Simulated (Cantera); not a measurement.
Reactions in the system N-O-P

Standard-state values (1 bar) from the NASA 1993 polynomials, evaluated with Cantera. Values are per mole of reaction as written; species without (g) are pure solids or liquids, kept so even where they would boil at 1 bar.

10 NO(g) + 2 P₂(g) → P₄O₁₀ + 10 N(g)

```
T (K)  ΔH° (kJ)  ΔS° (J/K)  ΔG° (kJ)  log10 K
-----  --------  ---------  --------  -------
300       516.9     -781.6     751.4  -130.82
425       527.6     -752.4     847.3  -104.14
475       533.5     -739.3     884.6   -97.28
525       540.1     -725.9     921.2   -91.66
575       547.5     -712.5     957.2   -86.95
625       555.6     -699.1     992.5   -82.95
675       564.2     -685.8    1027.1   -79.48
```
